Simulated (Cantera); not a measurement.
Feed: 1 mol SiH₄, 0.029 mol Cl₂, 16 mol H₂, equilibrated at 1073.15 K and 0.00140 bar.

Cantera equilibrium calculation (NASA polynomials, part measured and part estimated; ideal gas, pure solids and liquids). Candidate condensed phases: Si; 19 gas species. Kinetics and transport are ignored.

Base state: H₂ 0.997, HCl 0.00318, SiCl₂ 1.97e-5 (mole fractions); condensed: Si(s).

Task: What changes in the equilibrium state with this change: SiH₄ replaced by SiHCl₃?

Result: 
```
species      before    after
----------  -------  -------
H₂            0.997    0.899
HCl         0.00318   0.0677
SiCl₄       6.65e-8   0.0169
SiCl₃       2.86e-7  0.00324
SiHCl₃      2.56e-7  0.00275
SiCl₂       1.97e-5  0.00993
Si(s), mol    1.000    0.420
```
The tables' values for SiCl₃ are old estimates; treat these amounts as uncertain.
